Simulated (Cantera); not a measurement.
Feed: 1 mol toluene, 50 mol H₂, 0.031 mol CO₂, at 2127 °C and 101000 Pa.

Equilibrium computed with Cantera from the NASA thermochemical tables; the gas is ideal and each condensed phase is pure. Candidate condensed phases: C, C₆H₆, C₇H₈, C₈H₁₈, H₂O; 110 gas species. The numbers say what is thermodynamically allowed, not how fast it happens.

Base state: H₂ 0.976, H 0.0156, C₂H₂ (acetylene) 0.00681, CO 0.00114, CH₄ 0.000172, CH₃ 5.05e-5, C₄H₂ 1.95e-5 (mole fractions); condensed: C(graphite).

Problem. What changes in the equilibrium state with this change: CO₂ from 0.031 to 0.061 mol?

Solution. 
```
species             before     after
----------------  --------  --------
H₂                   0.976     0.975
H                   0.0156    0.0156
C₂H₂ (acetylene)   0.00681   0.00680
CO                 0.00114   0.00224
CH₄               0.000172  0.000171
CH₃                5.05e-5   5.04e-5
C₄H₂               1.95e-5   1.95e-5
C(graphite), mol      6.21      6.18
```

Problem. What changes in the equilibrium state with this change: toluene replaced by CH₃OH?

Solution. 
```json
[
 {"species": "H₂", "before": "0.976", "after": "0.965"},
 {"species": "CO", "before": "0.00114", "after": "0.0193"},
 {"species": "H", "before": "0.0156", "after": "0.0155"},
 {"species": "C₂H₂ (acetylene)", "before": "0.00681", "after": "7.13e-9"},
 {"species": "C₄H₂", "before": "1.95e-5", "after": "<1e-9"},
 {"species": "H₂O", "before": "3.54e-8", "after": "0.000577"},
 {"species": "CH₄", "before": "0.000172", "after": "1.73e-7"},
 {"species": "CH₃", "before": "5.05e-5", "after": "5.11e-8"},
 {"species": "C(graphite), mol", "before": "6.21", "after": "0"}
]
```
